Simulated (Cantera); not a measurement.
Premixed flame

A freely propagating, adiabatic, planar premixed flame of 11.3 % CH4, 18.9 % O2, 69.8 % N2, equivalence ratio 1.2, unburnt at 350 K and 750 Torr; mixture-averaged transport, grid criteria slope 0.08 and curve 0.16, no radiation.

Cantera simulation using GRI-Mech 3.0 (53 species, 325 reactions); the numbers are that mechanism's predictions, not measurements. Burning velocities carry a grid error of a few per cent, more on coarse grids.

```json
[
 {"z (mm)": "-1.28", "T (K)": "350", "u (m/s)": "0.461", "x CH4": "0.113", "x O2": "0.189", "x N2O": "<1e-8", "x NO2": "<1e-8", "x CH2O": "2.04e-8", "x OH": "<1e-8"},
 {"z (mm)": "-0.851", "T (K)": "352", "u (m/s)": "0.465", "x CH4": "0.113", "x O2": "0.188", "x N2O": "<1e-8", "x NO2": "<1e-8", "x CH2O": "7.15e-7", "x OH": "<1e-8"},
 {"z (mm)": "-0.639", "T (K)": "362", "u (m/s)": "0.480", "x CH4": "0.111", "x O2": "0.187", "x N2O": "<1e-8", "x NO2": "2.94e-8", "x CH2O": "6.36e-6", "x OH": "1.00e-8"},
 {"z (mm)": "-0.426", "T (K)": "459", "u (m/s)": "0.614", "x CH4": "0.105", "x O2": "0.180", "x N2O": "<1e-8", "x NO2": "3.32e-7", "x CH2O": "0.000109", "x OH": "4.49e-7"},
 {"z (mm)": "-0.213", "T (K)": "982", "u (m/s)": "1.34", "x CH4": "0.0701", "x O2": "0.136", "x N2O": "<1e-8", "x NO2": "2.99e-7", "x CH2O": "0.000880", "x OH": "2.28e-5"},
 {"z (mm)": "-0.106", "T (K)": "1426", "u (m/s)": "1.97", "x CH4": "0.0374", "x O2": "0.0907", "x N2O": "1.90e-8", "x NO2": "6.52e-8", "x CH2O": "0.00105", "x OH": "0.000218"},
 {"z (mm)": "0", "T (K)": "1806", "u (m/s)": "2.51", "x CH4": "0.00894", "x O2": "0.0422", "x N2O": "3.21e-8", "x NO2": "1.04e-8", "x CH2O": "0.000560", "x OH": "0.00154"},
 {"z (mm)": "0.106", "T (K)": "1963", "u (m/s)": "2.73", "x CH4": "0.000744", "x O2": "0.0157", "x N2O": "3.83e-8", "x NO2": "<1e-8", "x CH2O": "0.000107", "x OH": "0.00415"},
 {"z (mm)": "0.213", "T (K)": "2003", "u (m/s)": "2.78", "x CH4": "3.43e-5", "x O2": "0.00707", "x N2O": "3.86e-8", "x NO2": "<1e-8", "x CH2O": "7.25e-6", "x OH": "0.00551"},
 {"z (mm)": "0.426", "T (K)": "2035", "u (m/s)": "2.81", "x CH4": "7.33e-8", "x O2": "0.00364", "x N2O": "3.43e-8", "x NO2": "<1e-8", "x CH2O": "1.96e-8", "x OH": "0.00566"},
 {"z (mm)": "0.851", "T (K)": "2070", "u (m/s)": "2.85", "x CH4": "<1e-8", "x O2": "0.00250", "x N2O": "3.00e-8", "x NO2": "<1e-8", "x CH2O": "<1e-8", "x OH": "0.00506"},
 {"z (mm)": "1.70", "T (K)": "2111", "u (m/s)": "2.90", "x CH4": "<1e-8", "x O2": "0.00155", "x N2O": "2.55e-8", "x NO2": "<1e-8", "x CH2O": "<1e-8", "x OH": "0.00410"},
 {"z (mm)": "3.41", "T (K)": "2146", "u (m/s)": "2.94", "x CH4": "<1e-8", "x O2": "0.000773", "x N2O": "2.01e-8", "x NO2": "<1e-8", "x CH2O": "<1e-8", "x OH": "0.00296"}
]
```
x: mole fraction of selected species; z is measured from the peak of heat release.

The laminar burning velocity is 46.0 cm/s. The thermal thickness comes out as 0.426 mm and the peak x(CH2O) is 0.00107. The peak x(OH) is 0.00574 and the grid points comes out as 154.
